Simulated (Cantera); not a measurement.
Charge: 1 mol Zr, a varied amount of N2O, 23 mol N2, equilibrated at 2.50e-5 bar.

These are equilibrium values from Cantera (NASA tables, ideal gas, pure condensed phases), not measurements of a reactor. Candidate condensed phases: Zr, ZrN, ZrO2; 13 gas species. Mutual solubility and eutectic melting of coexisting phases are not modelled. ZrN: taken at fixed stoichiometry. Condensed phases not in the tables: solid solutions among these carbides, nitrides and lower oxides. Equilibrium is a limit: real reactors are often held back by kinetics, nucleation or transport.

Stable condensed phases, one row left out:

```
T in K \ n(N2O) in mol
         0.25 0.44 0.63 0.82    1  1.2  1.4  1.6  1.8
   2748     A    A    A    A    A    A    A    A    A
   2698     A    A    A    A    A    A    A    A    A
   2648     A    A    A    A    A    A    A    A    A
   2598     A    A    A    A    A    A    A    A    A
   2548     A    A    A    A    A    A    A    A    A
   2448     B    B    B    A    A    A    C    C    C
   2398     B    B    B    B    A    C    C    C    C
   2348     B    B    B    B    A    C    C    C    C
   2298     B    B    B    B    A    C    C    C    C
   2248     B    B    D    D    D    D    D    C    C
```

A: gas only; B: ZrN; C: ZrO2; D: ZrN + ZrO2.

Problem. Give the row for 2498 K.

Solution. 0.25: gas only; 0.44: gas only; 0.63: gas only; 0.82: gas only; 1: gas only; 1.2: gas only; 1.4: gas only; 1.6: gas only; 1.8: ZrO2.
